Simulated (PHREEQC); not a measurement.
Make-up at 25 °C: 2.7 mmol/kgw Pb(NO3)2 and 17 mmol/kgw NaCl. Closed to the air; pH follows from the charge balance.

The numbers come from PHREEQC with the ion-association model, wateq4f.dat.

```tsv
quantity	before	after
pH	5.32	5.21
ionic strength (mol/kgw)	0.0235	0.00782
```

Question: What was changed between the two runs?
A. Pb(NO3)2 replaced by Ba(NO3)2 at the same molality
B. NaCl left out
C. Pb(NO3)2 left out

Answer: B, NaCl left out

Precipitation was switched off in this run.
